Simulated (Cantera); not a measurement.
A perfectly stirred reactor is fed with CH4 : H2 = 1 : 11 (molar parts), at 38000 Pa; it is held at 1348 K, and followed from long to short residence time.

Model: GRI-Mech 3.0 (53 species, 325 reactions), integrated in Cantera. GRI-Mech 3.0 stops at C3 and has no aromatics, soot or wall deposition, so with more carbon than oxygen in the feed, carbon stays in small species such as C2H2 where larger ones or solid carbon would form.

Problem. What does this change do: temperature 1348 to 1848 K?

Solution. 
```json
[
 {"quantity": "x(CH4) at τ = 1.80 s", "before": "0.0827", "after": "0.00624"},
 {"quantity": "x(H2) at τ = 1.80 s", "before": "0.917", "after": "0.957"},
 {"quantity": "x(C2H6) at τ = 1.80 s", "before": "4.71e-6", "after": "2.86e-7"},
 {"quantity": "x(CH2) at τ = 1.80 s", "before": "1.21e-11", "after": "1.11e-7"},
 {"quantity": "x(C2H4) at τ = 1.80 s", "before": "0.000133", "after": "0.000219"},
 {"quantity": "x(CH4) at τ = 19.0 ms", "before": "0.0833", "after": "0.0423"},
 {"quantity": "x(H2) at τ = 19.0 ms", "before": "0.917", "after": "0.938"},
 {"quantity": "x(C2H6) at τ = 19.0 ms", "before": "1.56e-6", "after": "1.07e-5"},
 {"quantity": "x(CH2) at τ = 19.0 ms", "before": "7.35e-12", "after": "5.91e-7"},
 {"quantity": "x(C2H4) at τ = 19.0 ms", "before": "1.25e-6", "after": "0.000258"}
]
```
